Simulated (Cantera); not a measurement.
A Cantera script and what it prints.

```python
import numpy as np
import cantera as ct

gas_names = [...]  # 109 gases of nasa_gas.yaml made of C, Cl, H, Si
cond_names = """
    C(gr) C6H6(L) C7H8(L) C8H18(L),n-octa Si(cr) Si(L) SiC(b)
""".split()


# ... load() reads the species with a 1 bar reference pressure and builds the phases ...
atoms = {
    'SiH2Cl2': {'Si': 1, 'H': 2, 'CL': 2},
    'CH4': {'C': 1, 'H': 4},
    'H2': {'H': 2},
}
top_T = {'C(gr)': 4500, 'SiC(b)': 3050}  # K; cautious upper limits of use, not melting points


# ... equilibrate(T, P, feed) seeds the gas with the atoms and calls Mixture.equilibrate('TP', solver="vcs", rtol=1e-11, max_steps=5000) ...
results = []
T = 1598  # K
P = 133.322  # Pa
for m in [0.37, 0.52, 0.74, 1, 1.5, 2.1, 2.9]:
    feed = {'SiH2Cl2': 1, 'CH4': m, 'H2': 320}  # mol
    mix = equilibrate(T, P, feed)
    results.append((T, P, feed, dict(zip(mix.species_names, mix.species_moles))))

top = {s: max(r[3][s] / sum(r[3][g] for g in gas_names) for r in results) for s in gas_names}
cols = sorted((s for s in top if top[s] > 0.0001), key=lambda s: -top[s])[:9]
seen = [c for c in cond_names if any(r[3].get(c, 0) > 1e-12 for r in results)]
print("log10 of partial pressures in bar; condensed amounts in mol")
print(f"{'n(CH4)':>10s}" + "".join(f"{s[:9]:>10s}" for s in cols + seen))
for T, P, feed, n in results:
    ng = sum(n[g] for g in gas_names)
    print(f"{feed['CH4']:10.4g}" + "".join(f"{np.log10(max(n[s] / ng * P / 1e5, 1e-99)):10.3f}" for s in cols)
          + "".join(f"{n.get(c, 0):10.4g}" for c in seen))
```

Output:

```
log10 of partial pressures in bar; condensed amounts in mol
    n(CH4)        H2       HCL         H     SiCL2     C(gr)    Si(cr)    SiC(b)
      0.37    -2.878    -5.102    -5.713    -6.788         0    0.5626    0.3699
      0.52    -2.878    -5.102    -5.713    -6.789         0    0.4126    0.5199
      0.74    -2.878    -5.103    -5.713    -6.790         0    0.1926    0.7399
         1    -2.878    -5.086    -5.713    -8.264         0         0    0.9978
       1.5    -2.878    -5.087    -5.713    -8.740    0.4826         0    0.9993
       2.1    -2.878    -5.089    -5.713    -8.743     1.083         0    0.9993
       2.9    -2.878    -5.091    -5.713    -8.747     1.882         0    0.9993
```

Equilibrium computed with Cantera from the NASA thermochemical tables; the gas is ideal and each condensed phase is pure. Mutual solubility and eutectic melting of coexisting phases are not modelled.
